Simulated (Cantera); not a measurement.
Mixture: CH₄ : O₂ : N₂ : CO₂ = 1 : 1.67 : 8.33 : 2.3 (molar parts), at 3750 Torr, adiabatic and at constant volume. Ignition delay is the time to a rise of 400 K.

Computed with Cantera and GRI-Mech 3.0 (53 species, 325 reactions).

What does this change do: 1.2 parts H2 added?


| quantity | before | after |
|---|---|---|
| delay at 1000 K | 0.294 s | 15.2 ms |
| delay at 1075 K | 94.2 ms | 2.53 ms |
| delay at 1150 K | 33.8 ms | 0.740 ms |
| delay at 1225 K | 13.1 ms | 0.348 ms |
| delay at 1300 K | 5.37 ms | 0.197 ms |
| delay at 1375 K | 2.31 ms | 0.119 ms |
| apparent activation energy between 1225 and 1375 K | 160 kJ/mol | 100 kJ/mol |

What does this change do: constant pressure in place of constant volume?


| quantity | before | after |
|---|---|---|
| delay at 1000 K | 0.294 s | 0.300 s |
| delay at 1075 K | 94.2 ms | 96.8 ms |
| delay at 1150 K | 33.8 ms | 35.1 ms |
| delay at 1225 K | 13.1 ms | 13.7 ms |
| delay at 1300 K | 5.37 ms | 5.67 ms |
| delay at 1375 K | 2.31 ms | 2.45 ms |
| apparent activation energy between 1225 and 1375 K | 160 kJ/mol | 160 kJ/mol |
